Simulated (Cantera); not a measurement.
A closed system holds: 1 mol SiCl₄, a varied amount of H₂, held at 1848.15 K and 170 Pa.

These are equilibrium values from Cantera (NASA tables, ideal gas, pure condensed phases), not measurements of a reactor. Candidate condensed phases: Si; 19 gas species. Gases not in the tables: Si₂H₆ and higher silanes. The numbers say what is thermodynamically allowed, not how fast it happens.

Problem. Which condensed phases are stable at each of these points (n(H₂) (mol)): 4.1, 7.9, 15, 29, 56, 110, 210, 400, 780, 1500?

Solution. 
```json
[
 {"n(H₂) (mol)": "4.1", "condensed phases": "gas only", "Si condensed (%)": "0.0"},
 {"n(H₂) (mol)": "7.9", "condensed phases": "gas only", "Si condensed (%)": "0.0"},
 {"n(H₂) (mol)": "15", "condensed phases": "gas only", "Si condensed (%)": "0.0"},
 {"n(H₂) (mol)": "29", "condensed phases": "Si(l)", "Si condensed (%)": "15.8"},
 {"n(H₂) (mol)": "56", "condensed phases": "Si(l)", "Si condensed (%)": "26.1"},
 {"n(H₂) (mol)": "110", "condensed phases": "Si(l)", "Si condensed (%)": "21.9"},
 {"n(H₂) (mol)": "210", "condensed phases": "gas only", "Si condensed (%)": "0.0"},
 {"n(H₂) (mol)": "400", "condensed phases": "gas only", "Si condensed (%)": "0.0"},
 {"n(H₂) (mol)": "780", "condensed phases": "gas only", "Si condensed (%)": "0.0"},
 {"n(H₂) (mol)": "1500", "condensed phases": "gas only", "Si condensed (%)": "0.0"}
]
```

From 4.1 mol H₂ to 15 mol H₂ nothing is condensed. From 29 mol H₂ to 110 mol H₂ the condensed part is Si(l). From 210 mol H₂ to 1500 mol H₂ nothing is condensed.
